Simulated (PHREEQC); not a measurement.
Dissolve 0.26 mol/kgw HF, 0.01 mol/kgw NH3 and 0.00028 mol/kgw LiCl at 25 °C. Closed to the air; pH follows from the charge balance.

All values are PHREEQC results (ion-association model, wateq4f.dat), not measurements.

No solid was allowed to form.

### Question
What pH does the model give?

### Answer
pH 2.08.

### Question
In which forms is F present?

### Answer
HF 52 %, H2F2 38 %, HF2- 5.1 %, F- 4.9 % of the F.

Species that the database lacks are ignored. wateq4f.dat counts part of the HF as a dimer, H2F2, which phreeqc.dat doesn't know; its constant is uncertain.
